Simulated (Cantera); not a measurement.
An isothermal, constant-pressure homogeneous reactor starts with 0.415 % CO, 5.28 % O₂, 0.0217 % H₂O, 94.3 % N₂, at 1350 K and 4.64 atm.

Model: GRI-Mech 3.0 (53 species, 325 reactions), integrated in Cantera.

One state of this run: x CO = 3.70e-5; x O₂ = 0.0508; x H₂O = 0.000216; x O = 1.75e-6; x CO₂ = 0.00412; x NO = 2.13e-6; x NO₂ = 1.32e-7. x: mole fraction; the columns are a selection and need not sum to one.

Problem. Which value of t (s) does it belong to?
A) 0.0933
B) 7.00
C) 0.394
D) 7.00e-5

Solution. A, 0.0933
